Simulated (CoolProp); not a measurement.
Vapour-liquid equilibrium of toluene (1) + n-dodecane (2) at 327.7 K; x and y are mole fractions of (1).

Model: multi-fluid Helmholtz-energy mixture model, Lemmon 2006 and Lemmon 2004; pair parameters Bell 2016, in CoolProp.

Task: Give the bubble pressure and the first vapour's composition at x = 0.15, 0.35, 0.75. Is there an azeotrope?

Result: x = 0.15: 0.002247 MPa, y = 0.940; x = 0.35: 0.005476 MPa, y = 0.982; x = 0.75: 0.01134 MPa, y = 0.996. No azeotrope shows between x = 0.05 and 0.95.

Pair parameters are fitted to limited data, so mixtures are less certain than the pure fluids. The gap from Raoult's law changes sign with composition, which may be real or a fault of the pair parameters; it wasn't checked against measurements.
